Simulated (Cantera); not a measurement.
A freely propagating, adiabatic, planar premixed flame of H2 : O2 : N2 = 1 : 0.357 : 1.34 (molar parts), unburnt at 673 K and 0.987 atm; mixture-averaged transport, grid criteria slope 0.08 and curve 0.16, no radiation.

Model: the H2/O2 subset of GRI-Mech 3.0, which has no nitrogen chemistry, integrated in Cantera. Burning velocities carry a grid error of a few per cent, more on coarse grids.

What does this change do: inlet temperature 673 to 598 K?


| quantity | before | after |
|---|---|---|
| laminar burning velocity | 1070 cm/s | 877 cm/s |
| thermal thickness | 0.479 mm | 0.457 mm |
| peak x(H2O2) | 5.99e-6 | 1.17e-5 |
| peak x(HO2) | 0.000227 | 0.000281 |
| peak x(O) | 0.00954 | 0.00878 |

What does this change do: inlet temperature 673 to 575 K?


```json
[
 {"quantity": "laminar burning velocity", "before": "1070 cm/s", "after": "819 cm/s"},
 {"quantity": "thermal thickness", "before": "0.479 mm", "after": "0.449 mm"},
 {"quantity": "peak x(H2O2)", "before": "5.99e-6", "after": "1.46e-5"},
 {"quantity": "peak x(HO2)", "before": "0.000227", "after": "0.000301"},
 {"quantity": "peak x(O)", "before": "0.00954", "after": "0.00855"}
]
```
